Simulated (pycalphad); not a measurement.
# Phase fractions of Si-1.814Cu (wt.%)

Computed with pycalphad from the COST 507 light-alloy database (1999), at 1 atm. The database dates from 1999; later assessments differ in places, in temperatures and in the compounds included. Amounts are mole fractions of atoms. Kinetics are ignored, which matters at the lower temperatures.

| T (K) | liquid | diamond (Si) | CU19SI6_ETA |
|---|---|---|---|
| 1700 | 1.000 | - | - |
| 1650 | 0.116 | 0.884 | - |
| 1600 | 0.054 | 0.946 | - |
| 1550 | 0.037 | 0.963 | - |
| 1500 | 0.028 | 0.972 | - |
| 1450 | 0.022 | 0.978 | - |
| 1400 | 0.019 | 0.981 | - |
| 1350 | 0.017 | 0.983 | - |
| 1300 | 0.015 | 0.985 | - |
| 1250 | 0.014 | 0.986 | - |
| 1200 | 0.013 | 0.987 | - |
| 1150 | 0.012 | 0.988 | - |
| 1100 | 0.012 | 0.988 | - |
| 1050 | - | 0.989 | 0.011 |
| 1000 | - | 0.989 | 0.011 |
| 950 | - | 0.989 | 0.011 |
| 900 | - | 0.989 | 0.011 |
| 850 | - | 0.989 | 0.011 |
| 800 | - | 0.989 | 0.011 |
| 750 | - | 0.989 | 0.011 |
| 700 | - | 0.989 | 0.011 |
| 650 | - | 0.989 | 0.011 |
| 600 | - | 0.989 | 0.011 |
| 550 | - | 0.989 | 0.011 |
| 500 | - | 0.989 | 0.011 |

Database names, with the compositions (at.%) that they take in these runs: CU19SI6_ETA: Cu 76 Si 24.
